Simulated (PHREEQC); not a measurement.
A solution holds 0.031 mol CuSO4, 0.032 mol H2SO4 and 0.0011 mol FeCl3 per kg of water, at 47 °C. It is in equilibrium with CO2 at log p = -3.5 (atm). Otherwise closed; pH follows from the charge balance.

The numbers come from PHREEQC with the ion-association model, phreeqc.dat.

```yaml
pH: 1.60
ionic_strength: 0.111 mol/kgw
specific_conductance: 21400 µS/cm
density: 0.996 g/cm³
total_alkalinity: -66.2 meq/kg
```

```json
[
 {"species": "HSO4-", "molality": "0.0332", "activity": "0.0255", "log γ": "-0.115"},
 {"species": "H+", "molality": "0.0307", "activity": "0.0251", "log γ": "-0.089"},
 {"species": "Cu+2", "molality": "0.0201", "activity": "0.00754", "log γ": "-0.425"},
 {"species": "SO4-2", "molality": "0.0179", "activity": "0.00622", "log γ": "-0.460"},
 {"species": "CuSO4", "molality": "0.0108", "activity": "0.0110", "log γ": "0.011"},
 {"species": "Cl-", "molality": "0.00313", "activity": "0.00235", "log γ": "-0.124"},
 {"species": "FeSO4+", "molality": "0.000802", "activity": "0.000617", "log γ": "-0.114"},
 {"species": "CuCl+", "molality": "0.000172", "activity": "0.000130", "log γ": "-0.123"},
 {"species": "FeHSO4+2", "molality": "0.000127", "activity": "4.42e-5", "log γ": "-0.460"},
 {"species": "Fe(SO4)2-", "molality": "0.000118", "activity": "9.09e-5", "log γ": "-0.115"}
]
```

This is a speciation only: nothing precipitates in the calculation. The solution is supersaturated, for example in Hematite (slow to form), Goethite (slow to form), so a real one may precipitate; this is no full list. Complexes and solids missing from the database can't appear. Constants without temperature data keep their 25 °C values here.
